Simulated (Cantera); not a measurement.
Feed: 1 mol HMDSO, 4.4 mol O₂, held at 1648 K.

Equilibrium computed with Cantera from the NASA thermochemical tables; the gas is ideal and each condensed phase is pure. Candidate condensed phases: C, C₆H₆, C₇H₈, C₈H₁₈, H₂O, Si, SiC, SiO₂; 123 gas species. The feed counts by its element totals alone. Mutual solubility and eutectic melting of coexisting phases are not modelled. The tables hold silica as quartz up to 1696 K and as liquid above; real silica turns to tridymite and cristobalite and melts near 1996 K. Rates play no part.

x: gas mole fraction; n: condensed amount in mol.

```json
[
 {"P (Pa)": "5", "x H₂": "0.546", "x CO": "0.377", "x SiO": "0.0402", "x H₂O": "0.0226", "x H": "(withheld)", "n SiO₂(β-quartz)": "1.37", "n SiC(s)": "0", "n C(graphite)": "0"},
 {"P (Pa)": "15", "x H₂": "0.568", "x CO": "0.386", "x SiO": "0.0271", "x H₂O": "0.0117", "x H": "(withheld)", "n SiO₂(β-quartz)": "1.58", "n SiC(s)": "0", "n C(graphite)": "0"},
 {"P (Pa)": "45", "x H₂": "0.580", "x CO": "0.390", "x SiO": "0.0197", "x H₂O": "0.00547", "x H": "(withheld)", "n SiO₂(β-quartz)": "1.70", "n SiC(s)": "0", "n C(graphite)": "0"},
 {"P (Pa)": "140", "x H₂": "0.587", "x CO": "0.393", "x SiO": "0.0158", "x H₂O": "0.00221", "x H": "(withheld)", "n SiO₂(β-quartz)": "1.76", "n SiC(s)": "0", "n C(graphite)": "0"},
 {"P (Pa)": "410", "x H₂": "0.590", "x CO": "0.394", "x SiO": "0.0142", "x H₂O": "0.000847", "x H": "(withheld)", "n SiO₂(β-quartz)": "1.78", "n SiC(s)": "0", "n C(graphite)": "0"},
 {"P (Pa)": "1200", "x H₂": "0.591", "x CO": "0.394", "x SiO": "0.0135", "x H₂O": "0.000304", "x H": "(withheld)", "n SiO₂(β-quartz)": "1.79", "n SiC(s)": "0", "n C(graphite)": "0"},
 {"P (Pa)": "3700", "x H₂": "0.592", "x CO": "0.395", "x SiO": "0.0133", "x H₂O": "0.000100", "x H": "(withheld)", "n SiO₂(β-quartz)": "1.80", "n SiC(s)": "0", "n C(graphite)": "0"},
 {"P (Pa)": "11000", "x H₂": "0.594", "x CO": "0.395", "x SiO": "0.00991", "x H₂O": "4.54e-5", "x H": "(withheld)", "n SiO₂(β-quartz)": "1.83", "n SiC(s)": "0.0168", "n C(graphite)": "0"},
 {"P (Pa)": "33000", "x H₂": "0.601", "x CO": "0.397", "x SiO": "0.00229", "x H₂O": "6.63e-5", "x H": "(withheld)", "n SiO₂(β-quartz)": "1.91", "n SiC(s)": "0.0549", "n C(graphite)": "0"},
 {"P (Pa)": "100000", "x H₂": "0.607", "x CO": "0.392", "x SiO": "0.000327", "x H₂O": "0.000155", "x H": "(withheld)", "n SiO₂(β-quartz)": "2.00", "n SiC(s)": "0", "n C(graphite)": "0.190"}
]
```

Problem. Complete the blanks.

Solution. 
- 5, x H: 0.00930
- 15, x H: 0.00548
- 45, x H: 0.00320
- 140, x H: 0.00182
- 410, x H: 0.00107
- 1200, x H: 0.000625
- 3700, x H: 0.000356
- 11000, x H: 0.000207
- 33000, x H: 0.000120
- 100000, x H: 6.94e-5
